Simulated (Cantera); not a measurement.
An adiabatic, constant-pressure homogeneous reactor starts with CO : H2 : O2 : N2 = 1 : 1.2 : 1.39 : 5.24 (molar parts), equivalence ratio 0.79, at 1325 K and 1900000 Pa. Integrator tolerance rtol = 1e-08.

Model: GRI-Mech 3.0 (53 species, 325 reactions), integrated in Cantera. The hydrogen kinetics of GRI-Mech 3.0 are dated; newer H2 mechanisms differ, most at raised pressure. The pressure lies above the range GRI-Mech 3.0 was tuned for (to about 10 atm).

Problem. What does this change do: H2 1.2 to 0.64 parts?

Solution. 
```json
[
 {"quantity": "time of steepest temperature rise", "before": "5.41 µs", "after": "6.55 µs"},
 {"quantity": "temperature at 0.100 s", "before": "2838 K", "after": "2645 K"},
 {"quantity": "equilibrium temperature", "before": "2838 K", "after": "2645 K"},
 {"quantity": "x(CO) at 0.100 s", "before": "0.0221 (gas-phase equilibrium 0.0221)", "after": "0.00828 (gas-phase equilibrium 0.00828)"},
 {"quantity": "x(H2) at 0.100 s", "before": "0.00420 (gas-phase equilibrium 0.00420)", "after": "0.000813 (gas-phase equilibrium 0.000813)"},
 {"quantity": "x(O2) at 0.100 s", "before": "0.0379 (gas-phase equilibrium 0.0379)", "after": "0.0699 (gas-phase equilibrium 0.0699)"},
 {"quantity": "x(NO) at 0.100 s", "before": "0.0151 (gas-phase equilibrium 0.0151)", "after": "0.0158 (gas-phase equilibrium 0.0158)"},
 {"quantity": "x(H) at 0.100 s", "before": "0.00140 (gas-phase equilibrium 0.00140)", "after": "0.000303 (gas-phase equilibrium 0.000303)"}
]
```

Problem. What does this change do: initial temperature 1325 to 1498 K?

Solution. 
| quantity | before | after |
|---|---|---|
| time of steepest temperature rise | 5.41 µs | 1.15 µs |
| temperature at 0.100 s | 2838 K | 2920 K |
| equilibrium temperature | 2838 K | 2920 K |
| x(CO) at 0.100 s | 0.0221 (gas-phase equilibrium 0.0221) | 0.0281 (gas-phase equilibrium 0.0281) |
| x(H2) at 0.100 s | 0.00420 (gas-phase equilibrium 0.00420) | 0.00542 (gas-phase equilibrium 0.00542) |
| x(O2) at 0.100 s | 0.0379 (gas-phase equilibrium 0.0379) | 0.0393 (gas-phase equilibrium 0.0393) |
| x(NO) at 0.100 s | 0.0151 (gas-phase equilibrium 0.0151) | 0.0171 (gas-phase equilibrium 0.0171) |
| x(H) at 0.100 s | 0.00140 (gas-phase equilibrium 0.00140) | 0.00209 (gas-phase equilibrium 0.00209) |
